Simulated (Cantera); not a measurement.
Input: 1 mol MgO, 0.011 mol H₂, at 1573 K and 1.00 bar.

Method: chemical equilibrium by Gibbs-energy minimisation in Cantera with the NASA 1993 tables (ideal gas, pure condensed phases). Candidate condensed phases: H₂O, Mg, MgO, Mg(OH)₂; 15 gas species. Rates play no part.

Base state: H₂ 1.000, H₂O 7.83e-5, Mg 7.75e-5, H 4.07e-5 (mole fractions); condensed: MgO(s).

Q: What changes in the equilibrium state with this change: temperature from 1573 K to 2475 K?

A: 
| species | before | after |
|---|---|---|
| H₂ | 1.000 | 0.866 |
| H₂O | 7.83e-5 | 0.0555 |
| Mg | 7.75e-5 | 0.0548 |
| H | 4.07e-5 | 0.0209 |
| OH | <1e-9 | 0.000270 |
| MgOH | 1.05e-8 | 0.00106 |
| Mg(OH)₂ | <1e-9 | 4.63e-5 |
| MgO | <1e-9 | 3.80e-5 |
| MgH | 8.63e-7 | 0.00100 |
| MgO(s), mol | 1.000 | 0.999 |
The tables' values for MgH are old estimates; treat these amounts as uncertain.

Q: What changes in the equilibrium state with this change: MgO replaced by Al₂O₃?

A: 
| species | before | after |
|---|---|---|
| H₂ | 1.000 | 1.000 |
| H | 4.07e-5 | 4.07e-5 |
| H₂O | 7.83e-5 | 7.19e-7 |
| Mg | 7.75e-5 | 0 |
| MgO(s), mol | 1.000 | 0 |
| Al₂O₃(s), mol | 0 | 1.00 |
Further candidate phases: Al, Al₂O₃.
